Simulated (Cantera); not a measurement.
Input: 1 mol SiHCl3, 420 mol H2, 0.06 mol C2H4, equilibrated at 1098 K and 7.13 Torr.

These are equilibrium values from Cantera (NASA tables, ideal gas, pure condensed phases), not measurements of a reactor. Candidate condensed phases: C, C6H6, C7H8, C8H18, Si, SiC; 109 gas species. Mutual solubility and eutectic melting of coexisting phases are not modelled. Rates play no part.

Base state: H2 0.993, HCl 0.00684, SiCl2 9.57e-5, SiHCl3 1.02e-5 (mole fractions); condensed: Si(s) + SiC(s).

**Question.** What changes in the equilibrium state with this change: SiHCl3 replaced by CH3SiCl3?

**Answer.** 
```json
[
 {"species": "H2", "before": "0.993", "after": "0.993"},
 {"species": "HCl", "before": "0.00684", "after": "0.00709"},
 {"species": "CH4", "before": "2.92e-7", "after": "0.000284"},
 {"species": "SiCl2", "before": "9.57e-5", "after": "1.06e-7"},
 {"species": "SiHCl3", "before": "1.02e-5", "after": "1.16e-8"},
 {"species": "Si(s), mol", "before": "0.830", "after": "0"},
 {"species": "SiC(s), mol", "before": "0.120", "after": "1.000"}
]
```
The feed counts by its element totals alone.

**Question.** What changes in the equilibrium state with this change: temperature from 1098 K to 1725 K?

**Answer.** 
```csv
species,before,after
H2,0.993,0.991
HCl,0.00684,0.00676
H,2.53e-7,0.00190
Si,<1e-9,0.000107
SiCl2,9.57e-5,0.000159
SiH,<1e-9,1.48e-5
SiH2,1.25e-9,1.71e-5
Cl,1.56e-9,1.00e-5
SiHCl3,1.02e-5,2.01e-9
"Si(s), mol",0.830,0
"SiC(s), mol",0.120,0.120
"Si(l), mol",0,0.749
```
Gases not in the tables: Si2H6 and higher silanes.
